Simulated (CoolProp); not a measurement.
Vapour pressure (MPa) of water: the reference equation beside estimates from Tc = 647.1 K, pc = 22.06 MPa, ω = 0.344. Clausius-Clapeyron is anchored at 503.9 K with a constant enthalpy of vaporisation of 32.59 kJ/mol.

Computed with CoolProp (reference Helmholtz-energy equation of state, Wagner 2002).

```csv
T (K),reference,Lee-Kesler,Clausius-Clapeyron,van der Waals,Redlich-Kwong,Soave-Redlich-Kwong,Peng-Robinson
393.4,0.2003,0.1875,0.3189,2.067,0.5181,0.1889,0.1936
415.5,0.3862,0.3731,0.5418,2.805,0.8900,0.3742,0.3790
437.6,0.6914,0.6834,0.8725,3.700,1.432,0.6835,0.6859
459.7,1.163,1.168,1.342,4.767,2.182,1.167,1.163
481.8,1.857,1.883,1.985,6.016,3.181,1.883,1.867
503.9,2.836,2.889,2.836,7.458,4.465,2.897,2.864
526,4.171,4.254,3.932,9.102,6.072,4.280,4.224
548.2,5.951,6.059,5.317,10.97,8.045,6.119,6.037
570.3,8.248,8.371,7.015,13.04,10.40,8.481,8.373
592.4,11.17,11.30,9.066,15.35,13.18,11.46,11.34
614.5,14.85,14.96,11.50,17.88,16.41,15.14,15.03
```

Absolute difference from the reference over all 11 rows, mean and median: Lee-Kesler 2.0 and 1.5 %, Clausius-Clapeyron 20.1 and 15.4 %, van der Waals 273.5 and 163.0 %, Redlich-Kwong 68.0 and 57.4 %, Soave-Redlich-Kwong 2.4 and 2.6 %, Peng-Robinson 1.3 and 1.3 %.
